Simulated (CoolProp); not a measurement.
Properties of benzene along the isobar 72.7 bar.

Model: reference Helmholtz-energy equation of state, Thol 2012, in CoolProp.

```json
[
 {"T (K)": "344", "phase": "liquid", "Z": "0.2387", "cp (kJ/(kg K))": "1.859", "isothermal compressibility (1/MPa)": "0.001292", "viscosity (µPa s)": "374", "Prandtl number": "5.36"},
 {"T (K)": "370", "phase": "liquid", "Z": "0.2296", "cp (kJ/(kg K))": "1.943", "isothermal compressibility (1/MPa)": "0.001608", "viscosity (µPa s)": "292", "Prandtl number": "4.64"},
 {"T (K)": "396.1", "phase": "liquid", "Z": "0.2224", "cp (kJ/(kg K))": "2.031", "isothermal compressibility (1/MPa)": "0.002035", "viscosity (µPa s)": "234", "Prandtl number": "4.13"},
 {"T (K)": "422.2", "phase": "liquid", "Z": "0.2171", "cp (kJ/(kg K))": "2.123", "isothermal compressibility (1/MPa)": "0.002630", "viscosity (µPa s)": "190", "Prandtl number": "3.74"},
 {"T (K)": "448.3", "phase": "liquid", "Z": "0.2137", "cp (kJ/(kg K))": "2.222", "isothermal compressibility (1/MPa)": "0.003504", "viscosity (µPa s)": "157", "Prandtl number": "3.44"},
 {"T (K)": "474.3", "phase": "liquid", "Z": "0.2123", "cp (kJ/(kg K))": "2.331", "isothermal compressibility (1/MPa)": "0.004876", "viscosity (µPa s)": "129", "Prandtl number": "3.20"},
 {"T (K)": "500.4", "phase": "liquid", "Z": "0.2134", "cp (kJ/(kg K))": "2.462", "isothermal compressibility (1/MPa)": "0.007288", "viscosity (µPa s)": "107", "Prandtl number": "3.00"},
 {"T (K)": "526.5", "phase": "liquid", "Z": "0.2185", "cp (kJ/(kg K))": "2.639", "isothermal compressibility (1/MPa)": "0.01227", "viscosity (µPa s)": "87.2", "Prandtl number": "2.85"},
 {"T (K)": "552.5", "phase": "liquid", "Z": "0.2311", "cp (kJ/(kg K))": "2.938", "isothermal compressibility (1/MPa)": "0.02591", "viscosity (µPa s)": "69.2", "Prandtl number": "2.75"},
 {"T (K)": "578.6", "phase": "supercritical", "Z": "0.2668", "cp (kJ/(kg K))": "3.728", "isothermal compressibility (1/MPa)": "0.09317", "viscosity (µPa s)": "50.0", "Prandtl number": "2.72"}
]
```

Viscosity comes from a separate model (Avgeri 2014). Thermal conductivity comes from a separate model (Assael 2012).
